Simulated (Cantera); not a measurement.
**HMDSO + NO + N2 (silicon oxide and oxynitride deposition)**

Input: 1 mol HMDSO, 0.58 mol NO, 3.2 mol N2, equilibrated at 12.0 Pa.

Equilibrium computed with Cantera from the NASA thermochemical tables; the gas is ideal and each condensed phase is pure. Candidate condensed phases: C, C6H6, C7H8, C8H18, H2O, Si, SiC, SiO2, Si2N2O, Si3N4; 151 gas species. The feed counts by its element totals alone. The tables' values for SiN are old estimates; treat these amounts as uncertain. Equilibrium is a limit: real reactors are often held back by kinetics, nucleation or transport.

```json
[
 {"T (°C)": "352", "log p H2": "-4.04", "log p N2": "-4.56", "log p CO": "-10.57", "log p H": "<-15", "log p Si": "<-15", "log p HCN": "-13.78", "log p CH4": "-6.39", "n C(graphite)": "5.96", "n SiO2(α-quartz)": "0.387", "n Si2N2O(s)": "0.807", "n SiO2(β-quartz)": "0", "n SiC(s)": "0"},
 {"T (°C)": "502", "log p H2": "-4.03", "log p N2": "-4.56", "log p CO": "-7.65", "log p H": "-14.02", "log p Si": "<-15", "log p HCN": "-11.61", "log p CH4": "-7.76", "n C(graphite)": "6.00", "n SiO2(α-quartz)": "0.385", "n Si2N2O(s)": "0.807", "n SiO2(β-quartz)": "0", "n SiC(s)": "0"},
 {"T (°C)": "652", "log p H2": "-4.04", "log p N2": "-4.58", "log p CO": "-5.70", "log p H": "-11.60", "log p Si": "<-15", "log p HCN": "-10.16", "log p CH4": "-8.72", "n C(graphite)": "5.80", "n SiO2(α-quartz)": "0", "n Si2N2O(s)": "0.872", "n SiO2(β-quartz)": "0.256", "n SiC(s)": "0"},
 {"T (°C)": "802", "log p H2": "-4.05", "log p N2": "-4.61", "log p CO": "-5.24", "log p H": "-9.86", "log p Si": "<-15", "log p HCN": "-9.13", "log p CH4": "-9.44", "n C(graphite)": "5.42", "n SiO2(α-quartz)": "0", "n Si2N2O(s)": "1.00", "n SiO2(β-quartz)": "0", "n SiC(s)": "0"},
 {"T (°C)": "952", "log p H2": "-4.05", "log p N2": "-4.61", "log p CO": "-5.24", "log p H": "-8.53", "log p Si": "-14.66", "log p HCN": "-8.34", "log p CH4": "-9.98", "n C(graphite)": "5.42", "n SiO2(α-quartz)": "0", "n Si2N2O(s)": "1.000", "n SiO2(β-quartz)": "0", "n SiC(s)": "0"},
 {"T (°C)": "1102", "log p H2": "-4.12", "log p N2": "-4.53", "log p CO": "-4.87", "log p H": "-7.52", "log p Si": "-11.76", "log p HCN": "-7.71", "log p CH4": "-10.53", "n C(graphite)": "2.42", "n SiO2(α-quartz)": "0", "n Si2N2O(s)": "0", "n SiO2(β-quartz)": "0", "n SiC(s)": "2.00"},
 {"T (°C)": "1252", "log p H2": "-4.12", "log p N2": "-4.53", "log p CO": "-4.87", "log p H": "-6.68", "log p Si": "-9.82", "log p HCN": "-7.22", "log p CH4": "-10.87", "n C(graphite)": "2.42", "n SiO2(α-quartz)": "0", "n Si2N2O(s)": "0", "n SiO2(β-quartz)": "0", "n SiC(s)": "2.00"},
 {"T (°C)": "1402", "log p H2": "-4.12", "log p N2": "-4.53", "log p CO": "-4.87", "log p H": "-6.00", "log p Si": "-8.23", "log p HCN": "-6.82", "log p CH4": "-11.16", "n C(graphite)": "2.41", "n SiO2(α-quartz)": "0", "n Si2N2O(s)": "0", "n SiO2(β-quartz)": "0", "n SiC(s)": "1.99"},
 {"T (°C)": "1552", "log p H2": "-4.13", "log p N2": "-4.54", "log p CO": "-4.88", "log p H": "-5.42", "log p Si": "-6.91", "log p HCN": "-6.49", "log p CH4": "-11.42", "n C(graphite)": "2.41", "n SiO2(α-quartz)": "0", "n Si2N2O(s)": "0", "n SiO2(β-quartz)": "0", "n SiC(s)": "1.98"},
 {"T (°C)": "1702", "log p H2": "-4.18", "log p N2": "-4.56", "log p CO": "-4.90", "log p H": "-4.95", "log p Si": "-5.79", "log p HCN": "-6.24", "log p CH4": "-11.70", "n C(graphite)": "2.56", "n SiO2(α-quartz)": "0", "n Si2N2O(s)": "0", "n SiO2(β-quartz)": "0", "n SiC(s)": "1.77"}
]
```
log p: log10 of the partial pressure in bar; n: condensed amount in mol.

From 352 °C to 502 °C the condensed part is C(graphite) + SiO2(α-quartz) + Si2N2O(s). At 652 °C the condensed part is C(graphite) + SiO2(β-quartz) + Si2N2O(s). From 802 °C to 952 °C the condensed part is C(graphite) + Si2N2O(s). From 1102 °C to 1702 °C the condensed part is C(graphite) + SiC(s).
